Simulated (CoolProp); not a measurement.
Saturation properties of isohexane.

The numbers come from the reference Helmholtz-energy equation of state, Lemmon 2006 in CoolProp. It is a short technical equation, of lower accuracy than the large ones.

```json
[
 {"T (°C)": "17.95", "p (MPa)": "0.02091", "vapour density (kg/m³)": "0.7566", "enthalpy of vaporisation (kJ/kg)": "351.8", "liquid cp (kJ/(kg K))": "2.202", "surface tension (mN/m)": "17.6"},
 {"T (°C)": "30.15", "p (MPa)": "0.03479", "vapour density (kg/m³)": "1.217", "enthalpy of vaporisation (kJ/kg)": "?", "liquid cp (kJ/(kg K))": "2.260", "surface tension (mN/m)": "16.4"},
 {"T (°C)": "42.35", "p (MPa)": "?", "vapour density (kg/m³)": "1.875", "enthalpy of vaporisation (kJ/kg)": "335.7", "liquid cp (kJ/(kg K))": "2.320", "surface tension (mN/m)": "?"},
 {"T (°C)": "54.65", "p (MPa)": "?", "vapour density (kg/m³)": "2.794", "enthalpy of vaporisation (kJ/kg)": "327.1", "liquid cp (kJ/(kg K))": "2.383", "surface tension (mN/m)": "13.9"},
 {"T (°C)": "66.85", "p (MPa)": "0.1246", "vapour density (kg/m³)": "4.023", "enthalpy of vaporisation (kJ/kg)": "318.1", "liquid cp (kJ/(kg K))": "?", "surface tension (mN/m)": "12.7"},
 {"T (°C)": "79.05", "p (MPa)": "0.1779", "vapour density (kg/m³)": "5.639", "enthalpy of vaporisation (kJ/kg)": "308.7", "liquid cp (kJ/(kg K))": "2.512", "surface tension (mN/m)": "11.6"},
 {"T (°C)": "91.35", "p (MPa)": "0.2479", "vapour density (kg/m³)": "7.748", "enthalpy of vaporisation (kJ/kg)": "298.7", "liquid cp (kJ/(kg K))": "2.582", "surface tension (mN/m)": "10.4"},
 {"T (°C)": "103.55", "p (MPa)": "0.3364", "vapour density (kg/m³)": "10.41", "enthalpy of vaporisation (kJ/kg)": "288.0", "liquid cp (kJ/(kg K))": "2.654", "surface tension (mN/m)": "?"},
 {"T (°C)": "115.85", "p (MPa)": "0.4479", "vapour density (kg/m³)": "13.81", "enthalpy of vaporisation (kJ/kg)": "276.4", "liquid cp (kJ/(kg K))": "2.732", "surface tension (mN/m)": "8.17"},
 {"T (°C)": "128.05", "p (MPa)": "?", "vapour density (kg/m³)": "18.03", "enthalpy of vaporisation (kJ/kg)": "264.0", "liquid cp (kJ/(kg K))": "2.815", "surface tension (mN/m)": "7.09"},
 {"T (°C)": "140.25", "p (MPa)": "?", "vapour density (kg/m³)": "23.31", "enthalpy of vaporisation (kJ/kg)": "250.4", "liquid cp (kJ/(kg K))": "2.907", "surface tension (mN/m)": "6.03"}
]
```

Task: Some entries are withheld; supply them.

Result: 
- 30.15, enthalpy of vaporisation (kJ/kg): 343.9
- 42.35, p (MPa): 0.05525
- 42.35, surface tension (mN/m): 15.1
- 54.65, p (MPa): 0.08458
- 66.85, liquid cp (kJ/(kg K)): 2.446
- 103.55, surface tension (mN/m): 9.28
- 128.05, p (MPa): 0.5838
- 140.25, p (MPa): 0.7485

It boils at 60.2 °C under 1 atm.

Surface tension comes from a separate correlation (Mulero 2012).
